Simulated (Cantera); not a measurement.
Cantera run, input and output.

```python
import numpy as np
import cantera as ct

gas = ct.Solution("gri30.yaml")
gas.TPX = 650, 120000, {'CH4': 1, 'C2H6': 0.078, 'O2': 2.53, 'N2': 8.84}
inlet = ct.Reservoir(gas, clone=True)
gas.equilibrate("HP")  # start burning
reactor = ct.IdealGasConstPressureReactor(gas, energy="on", clone=False)
exhaust = ct.Reservoir(gas, clone=True)
tau = [0.26, 0.083, 0.027, 0.0086, 0.0028, 0.0009, 0.00029, 9.4e-05, 3e-05][0]
for a, b in ((inlet, reactor), (reactor, exhaust)):
    ct.MassFlowController(a, b, mdot=lambda t: reactor.mass / tau)
net = ct.ReactorNet([reactor])
show = ['CH4', 'C2H6', 'O2', 'NO', 'H2O2']

rows = []
print(f"{'tau/s':>10s}{'T/K':>9s}" + "".join(f"{s:>11s}" for s in show))
for tau in [0.26, 0.083, 0.027, 0.0086, 0.0028, 0.0009, 0.00029, 9.4e-05, 3e-05]:
    net.initial_time = 0.0
    net.advance(30 * tau)
    before = gas.X
    net.advance(40 * tau)
    drift = np.max(np.abs(gas.X - before) / (gas.X + 1e-9))
    rows.append([gas.T, *gas[show].X, drift])
    print(f"{tau:10.3e}{gas.T:9.1f}" + "".join(f"{x:11.3e}" for x in gas[show].X))
```

Output:

```
     tau/s      T/K        CH4       C2H6         O2         NO       H2O2
 2.600e-01   2382.3  4.368e-07  4.111e-09  2.241e-02  5.018e-03  1.506e-07
 8.300e-02   2381.0  1.326e-06  1.275e-08  2.298e-02  4.060e-03  1.520e-07
 2.700e-02   2375.2  3.808e-06  3.859e-08  2.401e-02  2.631e-03  1.535e-07
 8.600e-03   2354.6  1.040e-05  1.190e-07  2.559e-02  1.341e-03  1.542e-07
 2.800e-03   2306.5  2.543e-05  3.536e-07  2.796e-02  6.146e-04  1.628e-07
 9.000e-04   2226.5  6.069e-05  1.025e-06  3.131e-02  2.665e-04  1.987e-07
 2.900e-04   2126.1  1.546e-04  2.931e-06  3.545e-02  1.199e-04  2.716e-07
 9.400e-05   2016.6  4.591e-04  9.089e-06  4.131e-02  5.689e-05  3.893e-07
 3.000e-05   1861.1  2.515e-03  5.079e-05  5.843e-02  1.905e-05  6.621e-07
```

Cantera simulation using GRI-Mech 3.0 (53 species, 325 reactions); the numbers are that mechanism's predictions, not measurements.
